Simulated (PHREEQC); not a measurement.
A column of 0.1 m (40 cells, dispersivity 0.0035 m, 720 s a shift, diffusion coefficient 3e-10 m²/s) holds 0.014 eq of the database's cation exchanger X per kg of pore water, first in equilibrium with 0.02 mol MgSO4, 0.0015 mol LiCl and 1e-05 mol HCl per kg of water. It is flushed with 0.011 mol/kgw CaCl2, 0.00075 mol/kgw LiCl and 1e-05 mol/kgw HCl, at 40 °C. Values are for the last cell. CO2 from the air is kept out. Precipitation was switched off in this run.

The series has 33 steps of pore volumes, from 0 to 4.013.

Computed with PHREEQC (ion-association model, phreeqc.dat).

### Question
After how many pore volumes does Ca at the outlet first reach half of its feed value?

### Answer
By 1.6 pore volumes.

Constants without temperature data keep their 25 °C values here.
